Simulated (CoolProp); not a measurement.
Ethylbenzene along the isotherm 346.85 °C: density (kg/m³) from the reference equation and from simpler models built on Tc = 344.0 °C, pc = 36.22 bar, ω = 0.304; each cubic takes its own stable root.

Model: reference Helmholtz-energy equation of state, Zhou 2012, in CoolProp.

```csv
p (bar),phase,reference,ideal gas,van der Waals,Redlich-Kwong,Soave-Redlich-Kwong,Peng-Robinson
1.65,gas,3.454,3.398,3.445,3.452,3.451,3.457
3.29,gas,?,6.776,6.966,6.993,6.993,7.018
4.94,gas,10.70,10.17,10.61,10.68,10.68,10.73
6.59,gas,14.54,?,14.38,14.50,14.49,14.60
8.23,gas,18.51,16.95,18.24,18.43,18.43,18.60
9.88,gas,22.67,20.35,22.27,22.55,22.54,22.80
11.5,gas,26.93,23.68,26.37,26.76,26.75,27.11
13.2,gas,?,27.19,30.84,31.39,31.37,31.86
14.8,gas,36.25,30.48,35.24,35.95,35.93,36.56
16.5,gas,41.45,33.98,40.12,41.05,41.02,41.84
18.1,gas,46.64,?,44.96,46.11,46.08,47.11
```

What belongs in the gaps?


- 3.29, reference: 7.004
- 6.59, ideal gas: 13.57
- 13.2, reference: 31.62
- 18.1, ideal gas: 37.28
